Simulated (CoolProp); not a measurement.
Vapour-liquid equilibrium of cyclohexane (1) + n-heptane (2) at 0.501 MPa; x and y are mole fractions of (1).

Model: multi-fluid Helmholtz-energy mixture model, Zhou 2014 and Span 2003; pair parameters Bell 2016, in CoolProp.

```tsv
x	bubble temperature, mixture model (°C)	bubble temperature, Raoult's law (°C)	y, mixture model	y, Raoult's law
0.05	162.9	162.9	0.067	0.071
0.2	…	159.7	0.257	0.267
0.35	156.5	156.7	0.428	0.441
0.5	…	153.8	0.582	0.595
0.65	150.9	151.1	0.721	0.733
0.8	148.3	148.4	…	0.856
0.95	145.9	145.9	0.963	0.966
```

Question: Some entries are withheld; supply them.

Answer: 
- 0.2, bubble temperature, mixture model (°C): 159.6
- 0.5, bubble temperature, mixture model (°C): 153.6
- 0.8, y, mixture model: 0.847

The largest gap from Raoult's law is -0.2 K in bubble temperature, at x = 0.5. No azeotrope shows between x = 0.05 and 0.95.

Pair parameters are fitted to limited data, so mixtures are less certain than the pure fluids.
